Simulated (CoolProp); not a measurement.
A single-stage vapour-compression cycle with R113: evaporating at 281.15 K (dew point), condensing at 321.15 K (bubble point), superheat 0 K, subcooling 0 K, compressor efficiency 0.9, no pressure losses. Each further row changes one setting.

Computed with CoolProp (reference Helmholtz-energy equation of state, Marx 1992).

| case | cooling COP | pressure ratio | discharge temperature (K) | refrigerating effect (kJ/kg) | volumetric capacity (kJ/m³) |
|---|---|---|---|---|---|
| as stated | 5.43 | 4.69 | 321.1 | 120 | 212 |
| evaporating temperature 286.15 K | 6.45 | 3.76 | 321.1 | 123 | 268 |
| condensing temperature 316.15 K | 6.35 | 3.97 | 316.1 | 124 | 221 |
| subcooling 5 K | 5.64 | 4.69 | 321.1 | 124 | 221 |
| superheat 10 K | 5.50 | 4.69 | 327.9 | 126 | 216 |
| compressor efficiency 0.8 | 4.83 | 4.69 | 321.3 | 120 | 212 |

The compression ends wet for: as stated; evaporating temperature 286.15 K; condensing temperature 316.15 K; subcooling 5 K.
